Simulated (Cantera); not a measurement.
**Adiabatic ignition**

An adiabatic, constant-volume homogeneous reactor starts with 4.82 % C2H4, 16.6 % O2, 64.6 % N2, 14.0 % H2O, equivalence ratio 0.87, at 1275 K and 1.40 bar.

Detailed kinetics in Cantera: GRI-Mech 3.0 (53 species, 325 reactions). GRI-Mech 3.0 was tuned for natural gas; its chemistry of ethylene as a main component is partial and can be far from experiment.

| t (s) | T (K) | P (bar) | x C2H4 | x O2 | x H2O | x C2H2 | x H |
|---|---|---|---|---|---|---|---|
| 1.00e-6 | 1275 | 1.40 | 0.0482 | 0.166 | 0.140 | 6.13e-9 | 1.67e-11 |
| 2.74e-6 | 1275 | 1.40 | 0.0482 | 0.166 | 0.140 | 1.68e-8 | 8.74e-11 |
| 7.53e-6 | 1275 | 1.40 | 0.0482 | 0.166 | 0.140 | 4.63e-8 | 3.44e-10 |
| 2.07e-5 | 1275 | 1.40 | 0.0482 | 0.166 | 0.140 | 1.28e-7 | 2.00e-9 |
| 5.67e-5 | 1275 | 1.40 | 0.0482 | 0.166 | 0.140 | 4.08e-7 | 8.85e-8 |
| 0.000156 | 2662 | 3.02 | <1e-12 | 0.0350 | 0.203 | <1e-12 | 0.00531 |
| 0.000427 | 2730 | 3.08 | <1e-12 | 0.0319 | 0.207 | <1e-12 | 0.00383 |
| 0.00117 | 2723 | 3.07 | <1e-12 | 0.0301 | 0.208 | <1e-12 | 0.00375 |
| 0.00321 | 2718 | 3.07 | <1e-12 | 0.0285 | 0.208 | <1e-12 | 0.00368 |
| 0.00882 | 2717 | 3.07 | <1e-12 | 0.0283 | 0.208 | <1e-12 | 0.00367 |
| 0.0242 | 2717 | 3.07 | <1e-12 | 0.0283 | 0.208 | <1e-12 | 0.00367 |
| 0.0664 | 2717 | 3.07 | <1e-12 | 0.0283 | 0.208 | <1e-12 | 0.00367 |
| 0.182 | 2717 | 3.07 | <1e-12 | 0.0283 | 0.208 | <1e-12 | 0.00367 |
| 0.500 | 2717 | 3.07 | <1e-12 | 0.0283 | 0.208 | <1e-12 | 0.00367 |
x: mole fraction; the columns are a selection and need not sum to one.

```
Property                                                          Result
---------------------------------  -------------------------------------
time of steepest temperature rise                               0.122 ms
temperature at 0.500 s                                            2717 K
equilibrium temperature                                           2717 K
x(C2H4) at 0.500 s                 <1e-12 (gas-phase equilibrium <1e-12)
x(O2) at 0.500 s                   0.0283 (gas-phase equilibrium 0.0283)
x(H2O) at 0.500 s                    0.208 (gas-phase equilibrium 0.208)
```
